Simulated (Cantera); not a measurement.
Input: 1 mol BF3, a varied amount of O2, 47 mol H2, at 2050 K and 1.33 mbar.

Cantera equilibrium calculation (NASA polynomials, part measured and part estimated; ideal gas, pure solids and liquids). Candidate condensed phases: B, B2O3, B3O3H3, H2O; 43 gas species. The tables' values for BF2 are old estimates; treat these amounts as uncertain. Equilibrium is a limit: real reactors are often held back by kinetics, nucleation or transport.

x: gas mole fraction; nothing condenses.

| n(O2) (mol) | x H2 | x H | x HF | x BOF | x H2O | x BF |
|---|---|---|---|---|---|---|
| 0.1 | 0.884 | 0.0584 | 0.0377 | 0.00354 | 2.28e-6 | 0.0137 |
| 0.12 | 0.884 | 0.0584 | 0.0379 | 0.00425 | 2.89e-6 | 0.0130 |
| 0.15 | 0.884 | 0.0584 | 0.0382 | 0.00531 | 3.93e-6 | 0.0119 |
| 0.18 | 0.883 | 0.0584 | 0.0385 | [?] | [?] | [?] |
| 0.23 | 0.883 | 0.0584 | 0.0389 | 0.00816 | 7.83e-6 | 0.00918 |
| 0.28 | 0.882 | 0.0584 | 0.0394 | 0.00994 | 1.17e-5 | 0.00747 |
| 0.34 | 0.882 | 0.0583 | 0.0400 | 0.0121 | 1.96e-5 | 0.00543 |
| 0.41 | 0.881 | 0.0583 | 0.0407 | 0.0146 | 4.17e-5 | 0.00308 |
| 0.5 | 0.880 | 0.0583 | 0.0415 | 0.0174 | 0.000390 | 0.000391 |
| 0.62 | 0.876 | 0.0581 | 0.0422 | 0.0172 | 0.00407 | 3.70e-5 |
| 0.75 | 0.871 | 0.0580 | 0.0428 | 0.0166 | [?] | [?] |
| 0.92 | 0.865 | 0.0578 | 0.0435 | 0.0159 | 0.0143 | 9.58e-6 |

Question: Fill in the missing entries.

Answer: 
- 0.75, x H2O: 0.00848
- 0.75, x BF: 1.71e-5
- 0.18, x BOF: 0.00638
- 0.18, x H2O: 5.16e-6
- 0.18, x BF: 0.0109
